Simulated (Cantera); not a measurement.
**Pyrogenic steam for wet oxidation**

A perfectly stirred reactor is fed with 20.5 % H2, 12.8 % O2, 66.7 % N2, at 0.237 atm; it is held at 925 K, and followed from long to short residence time.

Detailed kinetics in Cantera: the H2/O2 subset of GRI-Mech 3.0, which has no nitrogen chemistry. Below about 950 K walls govern HO2 and H2O2 in real vessels. The temperature is held fixed by assumption; the heat of reaction is taken as removed at once.

| τ (s) | x H2 | x O2 | x O | x H2O | x HO2 | x H |
|---|---|---|---|---|---|---|
| 1.5 | 0.00717 | 0.0320 | 6.86e-6 | 0.221 | 1.65e-5 | 1.30e-5 |
| 0.68 | 0.00839 | 0.0326 | 1.32e-5 | 0.219 | 1.72e-5 | 2.82e-5 |
| 0.31 | 0.0104 | 0.0336 | 2.40e-5 | 0.217 | 1.82e-5 | 5.97e-5 |
| 0.14 | 0.0135 | 0.0351 | 4.20e-5 | 0.213 | 1.94e-5 | 0.000126 |
| 0.063 | 0.0180 | 0.0373 | 7.09e-5 | 0.208 | 2.08e-5 | 0.000260 |
| 0.029 | 0.0243 | 0.0404 | 0.000114 | 0.201 | 2.25e-5 | 0.000513 |
| 0.013 | 0.0334 | 0.0449 | 0.000183 | 0.191 | 2.45e-5 | 0.00100 |
| 0.0059 | 0.0456 | 0.0509 | 0.000286 | 0.176 | 2.68e-5 | 0.00187 |
| 0.0027 | 0.0616 | 0.0589 | 0.000436 | 0.157 | 2.92e-5 | 0.00333 |
| 0.0012 | 0.0829 | 0.0697 | 0.000654 | 0.132 | 3.14e-5 | 0.00568 |
x: mole fraction; the columns are a selection and need not sum to one.
